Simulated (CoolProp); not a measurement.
The numbers come from the reference Helmholtz-energy equation of state, Colonna 2008 in CoolProp. It is a short technical equation, of lower accuracy than the large ones.

Give the vapour pressure (bar), liquid density (kg/m³), surface tension (mN/m) of saturated dodecamethylcyclohexasiloxane (D6) at 350.1, 424.9, 612 K.


```csv
T (K),p (bar),liquid density (kg/m³),surface tension (mN/m)
350.1,0.00185,911,14.7
424.9,0.0696,826,9.23
612,5.75,520,0.463
```

Surface tension comes from a separate correlation (Mulero 2014).
